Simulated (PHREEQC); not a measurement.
Make-up at 25 °C: 0.019 mol CuSO4 and 0.23 mol Na2SO4 per kg of water. Closed to the air; pH follows from the charge balance.

The numbers come from PHREEQC with the ion-association model, wateq4f.dat.

This is a speciation only: nothing precipitates in the calculation.

Q: Predict the pH, ionic strength.

A: pH 5.23; ionic strength 0.588 mol/kgw.

Q: In which forms is Na present?

A: Na+ 85 %, NaSO4- 15 % of the Na.

Saturation is exceeded, for instance for Antlerite, Brochantite; the values hold only as long as no solid forms. Complexes and solids missing from the database can't appear.
